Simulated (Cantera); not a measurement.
Charge: 1 mol PbO, 0.049 mol O2, 1.1 mol N2, equilibrated at 825 °C and 1.00 bar.

Cantera equilibrium calculation (NASA polynomials, part measured and part estimated; ideal gas, pure solids and liquids). Candidate condensed phases: Pb, PbO, PbO2, Pb3O4; 12 gas species. The numbers say what is thermodynamically allowed, not how fast it happens.

Base state: N2 0.957, O2 0.0426, NO 4.14e-5 (mole fractions); condensed: PbO(yellow).

Problem. What changes in the equilibrium state with this change: PbO replaced by Pb?

Solution. 
| species | before | after |
|---|---|---|
| N2 | 0.957 | 1.000 |
| Pb | 3.46e-9 | 0.000117 |
| NO | 4.14e-5 | 1.26e-9 |
| O2 | 0.0426 | <1e-9 |
| PbO(yellow), mol | 1.000 | 0.0980 |
| Pb(l), mol | 0 | 0.902 |
Mutual solubility and eutectic melting of coexisting phases are not modelled.
